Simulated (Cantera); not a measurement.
# Ignition delay

Mixture: CO : H2 : O2 : N2 = 1 : 0.14 : 0.877 : 2.89 (molar parts), equivalence ratio 0.65, at 29.0 bar, adiabatic and at constant volume. Ignition delay is the time to a rise of 400 K.

Model: GRI-Mech 3.0 (53 species, 325 reactions), integrated in Cantera. The hydrogen kinetics of GRI-Mech 3.0 are dated; newer H2 mechanisms differ, most at raised pressure. The pressure lies above the range GRI-Mech 3.0 was tuned for (to about 10 atm). Where the delays flatten at high temperature, the 400 K rule measures the pace of heat release, not the induction time.

| T0 (K) | delay (ms) |
|---|---|
| 1150 | 0.156 |
| 1250 | 0.0305 |
| 1350 | 0.00750 |
| 1450 | 0.00277 |
| 1550 | 0.00152 |
| 1650 | 0.00105 |
| 1750 | 0.000823 |
| 1850 | 0.000696 |
